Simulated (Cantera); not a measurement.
An adiabatic, constant-pressure homogeneous reactor starts with 4.74 % CH₄, 5.22 % H₂, 18.9 % O₂, 71.2 % N₂, equivalence ratio 0.64, at 1450 K and 1.00 bar.

Cantera simulation using GRI-Mech 3.0 (53 species, 325 reactions); the numbers are that mechanism's predictions, not measurements.

Predict: time of steepest temperature rise; temperature at 9.00 s; equilibrium temperature; x(H₂) at 9.00 s; x(O₂) at 9.00 s; x(HO₂) at 9.00 s; x(N₂O) at 9.00 s; x(O) at 9.00 s.


| Item | Value |
|---|---|
| time of steepest temperature rise | 0.119 ms |
| temperature at 9.00 s | 2555 K |
| equilibrium temperature | 2555 K |
| x(H₂) at 9.00 s | 0.00423 (gas-phase equilibrium 0.00423) |
| x(O₂) at 9.00 s | 0.0626 (gas-phase equilibrium 0.0626) |
| x(HO₂) at 9.00 s | 7.74e-6 (gas-phase equilibrium 7.74e-6) |
| x(N₂O) at 9.00 s | 6.97e-7 (gas-phase equilibrium 6.97e-7) |
| x(O) at 9.00 s | 0.00475 (gas-phase equilibrium 0.00475) |
